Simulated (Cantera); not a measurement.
# Premixed flame

A freely propagating, adiabatic, planar premixed flame of H2 : O2 : N2 : H2O = 1 : 0.417 : 1.75 : 0.8 (molar parts), equivalence ratio 1.2, unburnt at 600 K and 9.87 atm; multicomponent+Soret transport, grid criteria slope 0.08 and curve 0.16, no radiation.

Model: the H2/O2 subset of GRI-Mech 3.0, which has no nitrogen chemistry, integrated in Cantera. The hydrogen kinetics of GRI-Mech 3.0 are dated; newer H2 mechanisms differ, most at raised pressure. Burning velocities carry a grid error of a few per cent, more on coarse grids.

```csv
z (mm),T (K),u (m/s),x H2,x O2,x H2O,x HO2,x OH,x H
-0.113,600,1.61,0.249,0.106,0.203,8.60e-8,<1e-8,<1e-8
-0.0751,603,1.60,0.241,0.107,0.205,1.10e-6,<1e-8,<1e-8
-0.0563,609,1.59,0.228,0.108,0.209,6.32e-6,<1e-8,<1e-8
-0.0376,646,1.64,0.200,0.111,0.219,5.35e-5,<1e-8,<1e-8
-0.0188,878,2.12,0.146,0.105,0.255,0.000673,5.77e-6,5.39e-6
-0.00939,1198,2.86,0.114,0.0827,0.304,0.00112,0.000254,0.000380
0,1541,3.68,0.0823,0.0513,0.365,0.000571,0.00128,0.00246
0.00939,1755,4.20,0.0593,0.0269,0.409,0.000223,0.00295,0.00456
0.0188,1869,4.47,0.0476,0.0142,0.432,9.63e-5,0.00417,0.00502
0.0376,1970,4.70,0.0396,0.00527,0.449,2.91e-5,0.00446,0.00402
0.0751,2037,4.85,0.0362,0.00170,0.459,7.71e-6,0.00322,0.00237
0.150,2071,4.93,0.0348,0.000517,0.463,1.70e-6,0.00186,0.00124
0.300,2086,4.96,0.0342,0.000137,0.465,2.77e-7,0.000978,0.000618
```
x: mole fraction of selected species; z is measured from the peak of heat release.

* **laminar burning velocity**: 161 cm/s
* **thermal thickness**: 0.0376 mm
* **peak x(HO2)**: 0.00114
* **peak x(OH)**: 0.00456
* **peak x(H)**: 0.00503
* **grid points**: 112
